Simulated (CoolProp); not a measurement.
Vapour pressure (MPa) of chloromethane (R40): the reference equation beside estimates from Tc = 418.6 K, pc = 6.929 MPa, ω = 0.150. Clausius-Clapeyron is anchored at 345.1 K with a constant enthalpy of vaporisation of 15.48 kJ/mol.

Computed with CoolProp (reference Helmholtz-energy equation of state, Thol 2014).

| T (K) | reference | Lee-Kesler | Clausius-Clapeyron | van der Waals | Soave-Redlich-Kwong |
|---|---|---|---|---|---|
| 322.7 | 1.112 | 1.105 | (withheld) | 2.232 | 1.109 |
| 333.9 | 1.450 | 1.442 | (withheld) | 2.620 | 1.450 |
| 345.1 | 1.858 | (withheld) | 1.858 | 3.047 | 1.863 |
| 356.3 | 2.345 | 2.329 | 2.202 | 3.516 | 2.354 |
| 367.6 | 2.923 | (withheld) | 2.585 | 4.032 | 2.940 |
| 378.8 | (withheld) | (withheld) | 3.003 | 4.587 | 3.616 |
| 390 | 4.372 | 4.343 | 3.458 | 5.187 | 4.397 |
| 401.2 | 5.270 | 5.241 | 3.951 | 5.832 | 5.291 |

Task: Complete the blanks.

Result: 
- 322.7, Clausius-Clapeyron: 1.278
- 333.9, Clausius-Clapeyron: 1.551
- 345.1, Lee-Kesler: 1.847
- 367.6, Lee-Kesler: 2.903
- 378.8, reference: 3.594
- 378.8, Lee-Kesler: 3.569

Absolute difference from the reference over all 8 rows, mean and median: Lee-Kesler 0.6 and 0.6 %, Clausius-Clapeyron 12.7 and 13.2 %, van der Waals 48.8 and 43.9 %, Soave-Redlich-Kwong 0.4 and 0.4 %.
